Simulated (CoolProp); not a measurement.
Vapour-liquid equilibrium of propane (1) + isobutene (2) at 0.0283 MPa; x and y are mole fractions of (1).

Computed with CoolProp (multi-fluid Helmholtz-energy mixture model, Lemmon 2009 and Lemmon 2005; pair parameters Bell 2016).

```csv
x,"bubble temperature, mixture model (°C)","bubble temperature, Raoult's law (°C)","y, mixture model","y, Raoult's law"
0.05,-40.7,-39.0,0.269,0.205
0.125,-46.0,-43.4,0.490,0.422
0.2,-49.7,-47.1,0.616,0.571
0.275,-52.5,-50.3,0.698,0.676
0.35,-54.7,-53.0,0.758,0.754
0.425,-56.6,-55.4,0.805,0.812
0.5,-58.4,-57.6,0.844,0.857
0.575,-60.0,-59.5,0.877,0.893
0.65,-61.5,-61.2,0.906,0.921
0.725,-62.9,-62.7,0.932,0.944
0.8,-64.2,-64.2,0.955,0.963
0.875,-65.5,-65.5,0.974,0.979
0.95,-66.7,-66.7,0.991,0.992
```

The largest gap from Raoult's law is -2.6 K in bubble temperature, at x = 0.2. No azeotrope shows between x = 0.05 and 0.95.

Pair parameters are fitted to limited data, so mixtures are less certain than the pure fluids.
